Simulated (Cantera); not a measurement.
Gas activation for diamond growth

An isothermal, constant-pressure homogeneous reactor starts with CH₄ : H₂ : H = 0.01 : 1 : 0.068 (molar parts), at 1775 K and 0.360 bar.

Detailed kinetics in Cantera: GRI-Mech 3.0 (53 species, 325 reactions). GRI-Mech 3.0 stops at C3 and has no aromatics, soot or wall deposition, so with more carbon than oxygen in the feed, carbon stays in small species such as C2H2 where larger ones or solid carbon would form.

```tsv
t (s)	x CH₄	x H₂	x H	x C₂H₄	x CH₃
1.00e-6	0.00558	0.933	0.0581	6.52e-6	0.00357
4.44e-6	0.00467	0.941	0.0505	5.05e-5	0.00379
1.97e-5	0.00436	0.959	0.0330	5.79e-5	0.00251
8.77e-5	0.00461	0.980	0.0127	3.66e-5	0.00112
0.000390	0.00507	0.989	0.00314	2.65e-5	0.000320
0.00173	0.00519	0.992	0.000802	2.34e-5	8.45e-5
0.00770	0.00515	0.992	0.000482	2.29e-5	5.05e-5
0.0342	0.00491	0.992	0.000480	2.39e-5	4.79e-5
0.152	0.00407	0.993	0.000481	2.75e-5	3.98e-5
0.675	0.00247	0.994	0.000483	3.46e-5	2.42e-5
3.00	0.00159	0.994	0.000484	3.87e-5	1.56e-5
```
x: mole fraction; the columns are a selection and need not sum to one.

Equilibrium at this temperature and pressure: CH₄ 0.00156, H₂ 0.994, H 0.000484, C₂H₄ 3.89e-5, CH₃ 1.53e-5 (gas phase only).
